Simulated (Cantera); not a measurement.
A freely propagating, adiabatic, planar premixed flame of CH₄ : H₂ : O₂ : N₂ = 1 : 0.13 : 2.87 : 12.3 (molar parts), equivalence ratio 0.72, unburnt at 425 K and 1.78 atm; mixture-averaged transport, grid criteria slope 0.08 and curve 0.16, no radiation.

Computed with Cantera and GRI-Mech 3.0 (53 species, 325 reactions). Burning velocities carry a grid error of a few per cent, more on coarse grids.

### Question
What does this change do: H2 0.13 to 0.17 parts?

### Answer
```tsv
quantity	before	after
laminar burning velocity	24.9 cm/s	26.2 cm/s
thermal thickness	0.426 mm	0.411 mm
peak x(CH₂CO)	5.39e-5	5.25e-5
peak x(CH₃)	0.000560	0.000579
```

### Question
What does this change do: inlet temperature 425 to 398 K?

### Answer
```csv
quantity,before,after
laminar burning velocity,24.9 cm/s,21.4 cm/s
thermal thickness,0.426 mm,0.452 mm
peak x(CH₂CO),5.39e-5,5.29e-5
peak x(CH₃),0.000560,0.000522
```
